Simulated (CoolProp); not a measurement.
Vapour pressure (MPa) of R134a: the reference equation beside estimates from Tc = 374.2 K, pc = 4.059 MPa, ω = 0.327.

Model: reference Helmholtz-energy equation of state, Tillner-Roth 1994, in CoolProp.

| T (K) | reference | Lee-Kesler | van der Waals | Peng-Robinson |
|---|---|---|---|---|
| 221.9 | 0.02737 | ? | 0.3294 | 0.02768 |
| 226.3 | ? | 0.03443 | 0.3689 | 0.03558 |
| 230.7 | 0.04496 | 0.04405 | ? | 0.04523 |
| 235 | 0.05638 | 0.05544 | 0.4565 | ? |
| 239.4 | 0.07037 | 0.06944 | 0.5057 | 0.07053 |
| 243.8 | 0.08702 | 0.08613 | ? | 0.08708 |
| 248.2 | 0.1066 | 0.1059 | 0.6145 | 0.1066 |
| 252.5 | 0.1290 | 0.1284 | ? | 0.1289 |
| 256.9 | 0.1557 | 0.1553 | 0.7363 | 0.1553 |
| 261.3 | 0.1864 | 0.1863 | 0.8035 | 0.1858 |
| 265.7 | ? | 0.2219 | 0.8746 | 0.2209 |
| 270.1 | 0.2618 | 0.2626 | 0.9497 | 0.2609 |
| 274.4 | 0.3063 | 0.3076 | 1.027 | 0.3052 |
| 278.8 | 0.3576 | 0.3594 | 1.110 | 0.3564 |
| 283.2 | 0.4153 | 0.4177 | 1.198 | ? |

### Question
Fill in the missing entries.

### Answer

- 221.9, Lee-Kesler: 0.02661
- 226.3, reference: 0.03528
- 230.7, van der Waals: 0.4117
- 235, Peng-Robinson: 0.05661
- 243.8, van der Waals: 0.5583
- 252.5, van der Waals: 0.6729
- 265.7, reference: 0.2216
- 283.2, Peng-Robinson: 0.4139

Absolute difference from the reference over all 15 rows, mean and median: Lee-Kesler 1.0 and 0.6 %, van der Waals 501.9 and 421.6 %, Peng-Robinson 0.4 and 0.3 %.
